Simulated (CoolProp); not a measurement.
Computed with CoolProp (reference Helmholtz-energy equation of state, Thol 2017).

Question: For decamethyltetrasiloxane (MD2M), give the phase and the Z, Joule-Thomson coefficient (K/MPa), expansivity (1/kK) at 381.1 K and 55.5 kPa.

Answer: 
- 381.1 K and 55.5 kPa: liquid; Z 0.00711, Joule-Thomson coefficient -0.327, expansivity 1.36
